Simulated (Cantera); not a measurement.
An isothermal, constant-pressure homogeneous reactor starts with 32.3 % CH₄, 67.7 % N₂, at 1975 K and 760 Torr.

Cantera simulation using GRI-Mech 3.0 (53 species, 325 reactions); the numbers are that mechanism's predictions, not measurements. GRI-Mech 3.0 stops at C3 and has no aromatics, soot or wall deposition, so with more carbon than oxygen in the feed, carbon stays in small species such as C2H2 where larger ones or solid carbon would form.

Task: Predict: x(CH₄) at 2.00 s; x(H) at 2.00 s; x(C₂H) at 2.00 s; x(C₂H₆) at 2.00 s; x(CH₂) at 2.00 s; x(CH₃) at 2.00 s; x(HCN) at 2.00 s.

Result: 
```
Item                                                   Value
-----------------  -----------------------------------------
x(CH₄) at 2.00 s    0.00137 (gas-phase equilibrium 0.000995)
x(H) at 2.00 s     0.000826 (gas-phase equilibrium 0.000826)
x(C₂H) at 2.00 s     4.71e-6 (gas-phase equilibrium 2.48e-6)
x(C₂H₆) at 2.00 s    7.10e-8 (gas-phase equilibrium 3.76e-8)
x(CH₂) at 2.00 s     1.78e-7 (gas-phase equilibrium 1.29e-7)
x(CH₃) at 2.00 s     6.13e-5 (gas-phase equilibrium 4.46e-5)
x(HCN) at 2.00 s      0.000258 (gas-phase equilibrium 0.115)
```
